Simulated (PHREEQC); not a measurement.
A solution holds 0.022 mol Na2SO4 per kg of water, at 20 °C. Closed to the air; pH follows from the charge balance.

The numbers come from PHREEQC with the ion-association model, phreeqc.dat.

Question: The ionic strength comes out as 0.0624 mol/kgw. What activity coefficients do SO4-2, NaSO4-, Na+ get?

Answer: SO4-2 0.44, NaSO4- 0.82, Na+ 0.81.

Precipitation was switched off in this run.
